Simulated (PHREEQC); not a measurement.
# Metal-bearing waste water (model solution)

A solution holds 0.007 mol FeSO4, 0.00054 mol MgSO4, 0.00024 mol H2SO4 and 0.007 mol NaCl per kg of water, at 65 °C. Closed to the air; pH follows from the charge balance.

All values are PHREEQC results (Pitzer model, pitzer.dat), not measurements.

The pH is 3.68 and the ionic strength is 0.0374 mol/kgw. The specific conductance is 4960 µS/cm, the osmotic coefficient is 0.832 and the total alkalinity comes out as -0.480 meq/kg.

| species | molality | activity | log γ |
|---|---|---|---|
| SO4-2 | 0.00756 | 0.00293 | -0.411 |
| Cl- | 0.00700 | 0.00576 | -0.084 |
| Fe+2 | 0.00700 | 0.00284 | -0.392 |
| Na+ | 0.00700 | 0.00581 | -0.081 |
| Mg+2 | 0.000540 | 0.000217 | -0.395 |
| H+ | 0.000255 | 0.000209 | -0.086 |
| HSO4- | 0.000226 | 0.000190 | -0.075 |

Precipitation was switched off in this run. At this temperature some constants are extrapolated from 25 °C, and those without enthalpy data are left unchanged.
